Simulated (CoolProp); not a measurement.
A single-stage vapour-compression cycle with nitrous oxide: evaporating at 193.15 K (dew point), condensing at 222.15 K (bubble point), superheat 8 K, subcooling 5 K, compressor efficiency 0.9, no pressure losses. Each further row changes one setting.

The numbers come from the reference Helmholtz-energy equation of state, Lemmon 2006 in CoolProp. It is a short technical equation, of lower accuracy than the large ones.

```csv
case,cooling COP,pressure ratio,discharge temperature (K),refrigerating effect (kJ/kg),volumetric capacity (kJ/m³)
as stated,…,3.80,283.3,329,1470
evaporating temperature 198.15 K,6.55,2.92,271.9,…,1890
condensing temperature 217.15 K,6.37,…,269.7,338,1510
subcooling 10 K,…,3.80,283.3,338,1500
superheat 18 K,5.01,3.80,296.0,337,…
compressor efficiency 0.8,…,3.80,292.1,329,1470
```

Question: What belongs in the gaps?

Answer: 
- as stated, cooling COP: 5.14
- evaporating temperature 198.15 K, refrigerating effect (kJ/kg): 332
- condensing temperature 217.15 K, pressure ratio: 3.11
- subcooling 10 K, cooling COP: 5.28
- superheat 18 K, volumetric capacity (kJ/m³): 1420
- compressor efficiency 0.8, cooling COP: 4.57
